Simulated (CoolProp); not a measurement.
R245fa along the isotherm 440 K: Z from the reference equation and from simpler models built on Tc = 427.0 K, pc = 3.651 MPa, ω = 0.378; each cubic takes its own stable root.

Model: reference Helmholtz-energy equation of state, Akasaka 2015, in CoolProp.

| p (MPa) | phase | reference |
|---|---|---|
| 0.0289 | gas | 0.9976 |
| 0.0513 | gas | 0.9958 |
| 0.0913 | gas | 0.9925 |
| 0.162 | gas | 0.9867 |
| 0.289 | gas | 0.9761 |
| 0.513 | gas | 0.9570 |
| 0.913 | gas | 0.9214 |
| 1.62 | gas | 0.8527 |
| 2.89 | gas | 0.7006 |
| 5.13 | supercritical | 0.2673 |
| 9.13 | supercritical | 0.3712 |

How far does each simpler model (Redlich-Kwong, Soave-Redlich-Kwong, Peng-Robinson) lie from the reference over these 11 states: mean and median of the absolute difference, and the worst?


- Redlich-Kwong: mean 3.1 %, median 0.2 %, worst +17.3 % at 440 K and 5.13 MPa
- Soave-Redlich-Kwong: mean 3.9 %, median 0.1 %, worst +25.6 % at 440 K and 5.13 MPa
- Peng-Robinson: mean 2.6 %, median 0.7 %, worst +15.6 % at 440 K and 5.13 MPa
